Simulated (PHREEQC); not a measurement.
Consider water at 25 °C with 35 mmol/kgw AlCl3 and 0.34 mmol/kgw MnSO4. It is in equilibrium with CO2 at log p = 0 (atm). Otherwise closed; pH follows from the charge balance.

The numbers come from PHREEQC with the ion-association model, phreeqc.dat.

Q: The ionic strength comes out as 0.209 mol/kgw. What activity coefficients do HCO3-, SO4-2, Al(OH)2+, AlSO4+, AlOH+2 get?

A: HCO3- 0.74, SO4-2 0.29, Al(OH)2+ 0.74, AlSO4+ 0.73, AlOH+2 0.31.

No solid was allowed to form. Species that the database lacks are ignored.
